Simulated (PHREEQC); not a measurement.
Solution (25 °C): 0.74 mol/kgw NaCl, 0.028 mol/kgw Na2SO4 and 0.25 mol/kgw LiCl. Closed to the air; pH follows from the charge balance.

Computed with PHREEQC (Pitzer model, pitzer.dat).

```json
[
 {"quantity": "HSO4- (mol/kgw)", "before": "3.90e-8", "after": "1.07e-8"},
 {"quantity": "SI of Halite (NaCl)", "before": "-2.04", "after": "-3.91"},
 {"quantity": "SI of Mirabilite (Na2SO4:10H2O)", "before": "-2.12", "after": "-4.26"}
]
```

Problem. What was changed between the two runs?
A) LiCl from 0.25 to 2.5 mol/kgw
B) Na2SO4 from 0.028 to 0.0056 mol/kgw
C) diluted 10-fold with water

Solution. C, diluted 10-fold with water

No solid was allowed to form.
